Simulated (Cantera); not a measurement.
## Stirred combustor or abatement burner

A perfectly stirred reactor is fed with CH4 : C2H6 : O2 : N2 = 1 : 0.6 : 3.15 : 11.9 (molar parts), at 2.07 atm; it is adiabatic with a 350 K inlet, and is followed from long to short residence time, starting on the burning branch (τ in s: 0.29, 0.12, 0.049, 0.02, 0.0084, 0.0035, 0.0014, 0.00059, 0.00024, 0.0001, 4.2e-05, 1.7e-05).

Cantera simulation using GRI-Mech 3.0 (53 species, 325 reactions); the numbers are that mechanism's predictions, not measurements.

```
τ (s)    T (K)     x CH4   x C2H6      x O2    x NO2    x C2H2
-------  -----  --------  -------  --------  -------  --------
0.29      2112   2.29e-5  8.01e-8   3.41e-5  1.34e-9   6.76e-6
0.12      2110   3.36e-5  1.81e-7   6.28e-5  1.90e-9   1.25e-5
0.049     2106   4.49e-5  4.00e-7  0.000115  2.66e-9   2.09e-5
0.020     2101   5.70e-5  8.56e-7  0.000210  3.62e-9   3.19e-5
0.0084    2093   7.35e-5  1.75e-6  0.000375  4.75e-9   4.54e-5
0.0035    2083  0.000104  3.62e-6  0.000678  6.01e-9   6.48e-5
0.0014    2068  0.000169  7.92e-6   0.00129  7.32e-9  0.000100
0.00059   2047  0.000308  1.76e-5   0.00246  8.33e-9  0.000168
0.00024   2010  0.000700  4.63e-5   0.00542  8.78e-9  0.000343
0.00010    350    0.0601   0.0360     0.189   <1e-12    <1e-12
4.2e-5     350    0.0601   0.0360     0.189   <1e-12    <1e-12
1.7e-5     350    0.0601   0.0360     0.189   <1e-12    <1e-12
```
x: mole fraction; the columns are a selection and need not sum to one.
